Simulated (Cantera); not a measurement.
A freely propagating, adiabatic, planar premixed flame of 21.9 % CO, 6.80 % H2, 14.9 % O2, 56.3 % N2, equivalence ratio 0.96, unburnt at 573 K and 0.450 bar; unity-Lewis-number transport, grid criteria slope 0.08 and curve 0.16, no radiation.

Model: GRI-Mech 3.0 (53 species, 325 reactions), integrated in Cantera. Unity Lewis numbers drop preferential diffusion, which matters most where H2 and H carry the flame. Burning velocities carry a grid error of a few per cent, more on coarse grids.

Q: Predict: laminar burning velocity; thermal thickness; peak x(H); peak x(HO2); peak x(H2O2).

A: 
| Quantity | Result |
|---|---|
| laminar burning velocity | 162 cm/s |
| thermal thickness | 1.37 mm |
| peak x(H) | 0.0272 |
| peak x(HO2) | 0.000103 |
| peak x(H2O2) | 4.33e-6 |
